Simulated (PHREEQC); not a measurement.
1 kg of water holding 0.2 mol KCl and 0.024 mol K2SO4 is evaporated at 20 °C; the solids stay in contact with the brine. CO2 from the air is kept out. Only these solids could form: Arcanite, Misenite, Sylvite.

Equilibrium calculation in PHREEQC: Pitzer model, pitzer.dat.

```
water left (kg)  ionic strength  water activity  Sylvite (mol)  Arcanite (mol)  Cl in solution (mol/kgw)
---------------  --------------  --------------  -------------  --------------  ------------------------
1                         0.272           0.992              0               0                     0.200
0.8219                        ?           0.991              0               0                     0.243
0.5552                    0.490           0.987              0               0                     0.360
0.4563                    0.596               ?              0               0                     0.438
0.375                     0.725           0.981              0               0                     0.533
0.2533                     1.07           0.972              0               0                     0.789
0.2082                     1.31           0.965              0               0                     0.961
0.1711                     1.59           0.958              0               0                      1.17
0.1156                     2.35           0.938              0               0                      1.73
0.09502                    2.66           0.927              0         0.00639                      2.10
0.06418                    3.50               ?              0          0.0159                      3.12
0.05275                       ?           0.874              0          0.0187                      3.79
0.04335                    4.76           0.850              ?          0.0206                      4.52
0.0293                     4.76           0.850         0.0676          0.0217                      4.52
0.02407                    4.76           0.850         0.0912          0.0221                      4.52
0.01979                    4.76           0.850          0.111          0.0224                      4.52
0.01337                    4.76           0.850          0.140          0.0229                      4.52
0.01099                    4.76           0.850          0.150          0.0231                      4.52
0.00903                    4.76           0.850          0.159          0.0233                      4.52
0.006093                   4.76           0.850          0.172          0.0235                      4.52
0.005012                   4.76           0.850          0.177          0.0236                      4.52
```

Q: Complete the blanks.

A: 
- 0.8219, ionic strength: 0.331
- 0.4563, water activity: 0.984
- 0.06418, water activity: 0.896
- 0.05275, ionic strength: 4.09
- 0.04335, Sylvite (mol): 0.00404

Species that the database lacks are ignored.
